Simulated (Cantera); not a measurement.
Input (Python, Cantera) and output of one run.

```python
import numpy as np
import cantera as ct

gas_names = """
    SO2 SiO
""".split()
cond_names = """
    Si(cr) Si(L) S(cr1) S(cr2) S(L)
""".split()


# ... load() reads the species with a 1 bar reference pressure and builds the phases ...
species = {s.name: s for s in load("nasa_gas.yaml", gas_names) + load("nasa_condensed.yaml", cond_names)}
# Each term lists the table entries of one substance; the one whose range holds T is used.
reactions = {
    '2 Si + SO2(g) = S + 2 SiO(g)':
        [(-2, ['Si(cr)', 'Si(L)']), (-1, ['SO2']), (1, ['S(cr1)', 'S(cr2)', 'S(L)']), (2, ['SiO'])],
}


def pick(names, T):
    return next(species[n] for n in names if species[n].thermo.min_temp <= T <= species[n].thermo.max_temp)


results = []
for label, terms in reactions.items():
    print(label)
    print("     T/K   dH/kJ  dS/(J/K)   dG/kJ   log10 K")
    for T in [550, 600, 650, 700, 750, 800, 850, 900, 950, 1000, 1050]:
        used = [(nu, pick(names, T)) for nu, names in terms]
        dH = sum(nu * s.thermo.h(T) for nu, s in used) / 1e6
        dS = sum(nu * s.thermo.s(T) for nu, s in used) / 1e3
        dG = dH - T * dS / 1e3
        logK = -dG * 1e6 / (ct.gas_constant * T * np.log(10))
        results.append((label, T, dH, dS, dG, logK, [s.name for _, s in used]))
        print(f"{T:8g} {dH:8.1f} {dS:8.1f} {dG:8.1f} {logK:8.2f}")
```

Output:

```
2 Si + SO2(g) = S + 2 SiO(g)
     T/K   dH/kJ  dS/(J/K)   dG/kJ   log10 K
     550    100.0    179.0      1.5    -0.14
     600    100.3    179.6     -7.4     0.65
     650    100.4    179.7    -16.4     1.32
     700    100.4    179.7    -25.4     1.90
     750    100.2    179.5    -34.4     2.40
     800    100.1    179.3    -43.4     2.83
     850     99.9    179.1    -52.3     3.22
     900     99.9    179.1    -61.3     3.56
     950     99.8    179.0    -70.2     3.86
    1000     99.7    178.9    -79.2     4.14
    1050     99.4    178.6    -88.1     4.38
```

Cantera with NASA thermochemical tables; ideal gases at 1 bar, condensed phases pure. Condensed species are held in their standard states even where they would react or evaporate.
